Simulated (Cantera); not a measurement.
A closed system holds: 1 mol Si, 1.4 mol H₂, at 1173.15 K and 0.133 bar.

Cantera equilibrium calculation (NASA polynomials, part measured and part estimated; ideal gas, pure solids and liquids). Candidate condensed phases: Si; 9 gas species. Kinetics and transport are ignored.

Base state: H₂ 1.00 (mole fractions); condensed: Si(s).

**Question.** What changes in the equilibrium state with this change: Si replaced by SiCl₄?

**Answer.** 
```tsv
species	before	after
H₂	1.00	0.504
SiCl₄	0	0.332
HCl	0	0.0883
SiHCl₃	0	0.0442
SiCl₃	0	0.0197
SiCl₂	0	0.0115
SiH₂Cl₂	0	0.000752
Si(s), mol	1.00	0
```
The tables' values for SiCl₃ are old estimates; treat these amounts as uncertain.
